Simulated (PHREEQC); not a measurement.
## Acid mine or pickling water: speciation

Synthetic water in mmol/kgw, 5 °C, pH 1.85, pe 11.7: Na 65.4; K 1.82; Ca 3.61; Mg 12.8; Cl 30.6; S(6) 49.1; Cu(2) 0.618; Zn 0.0195; Fe(3) 0.381; F 0.117.

Cl is adjusted to close the charge balance.
Valence states are taken as typed.

Equilibrium calculation in PHREEQC: ion-association model, phreeqc.dat.

This is a speciation only: nothing precipitates in the calculation.

What ionic strength, density, specific conductance does the model give?

ionic strength 0.145 mol/kgw; density 1.007 g/cm³; specific conductance 8250 µS/cm.

In which forms is Fe present?

FeSO4+ 64 %, Fe(SO4)2- 12 %, FeF+2 11 %, FeHSO4+2 5.8 %, Fe+3 4.7 %, FeCl+2 0.8 % of the Fe.

The solution is supersaturated, for example in Hematite (slow to form), Goethite (slow to form), so a real one may precipitate; this is no full list. Species that the database lacks are ignored. Away from 25 °C the constants follow the database's enthalpies or fits; those with neither stay at their 25 °C values. Fluoro complexes past AlF4- and FeF3 are missing from the database.
